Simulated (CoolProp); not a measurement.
Neopentane along the isotherm 550 K: density (kg/m³) from the reference equation and from simpler models built on Tc = 433.7 K, pc = 31.96 bar, ω = 0.196; each cubic takes its own stable root.

Computed with CoolProp (reference Helmholtz-energy equation of state, Lemmon 2006). It is a short technical equation, of lower accuracy than the large ones.

| p (bar) | phase | reference | ideal gas | van der Waals | Redlich-Kwong | Soave-Redlich-Kwong | Peng-Robinson |
|---|---|---|---|---|---|---|---|
| 21.3 | gas | 37.56 | 33.61 | 38.09 | 37.96 | 37.29 | 38.04 |
| 42.6 | supercritical | 85.32 | 67.21 | 90.26 | 87.48 | 83.34 | 86.58 |
| 63.9 | supercritical | 145.0 | 100.8 | 162.6 | 150.2 | 137.7 | 145.0 |
| 85.2 | supercritical | 208.9 | 134.4 | 220.3 | 212.7 | 192.4 | 204.5 |
| 107 | supercritical | 262.4 | 168.8 | 254.0 | 261.8 | 239.2 | 256.3 |
| 128 | supercritical | 299.1 | 201.9 | 275.4 | 296.5 | 274.7 | 296.0 |
| 149 | supercritical | 326.2 | 235.1 | 291.3 | 323.3 | 302.9 | 327.8 |
| 170 | supercritical | 347.2 | 268.2 | 303.9 | 345.1 | 326.1 | 354.1 |
| 192 | supercritical | 365.0 | 302.9 | 314.8 | 364.1 | 346.4 | 377.2 |
| 213 | supercritical | 379.2 | 336.1 | 323.6 | 379.6 | 363.1 | 396.2 |
| 234 | supercritical | 391.5 | 369.2 | 331.3 | 393.2 | 377.6 | 412.8 |
| 256 | supercritical | 402.8 | 403.9 | 338.4 | 405.8 | 391.2 | 428.2 |
| 277 | supercritical | 412.4 | 437.0 | 344.4 | 416.6 | 402.8 | 441.3 |
| 298 | supercritical | 421.1 | 470.2 | 349.9 | 426.4 | 413.3 | 453.2 |
| 320 | supercritical | 429.3 | 504.9 | 355.1 | 435.7 | 423.3 | 464.6 |
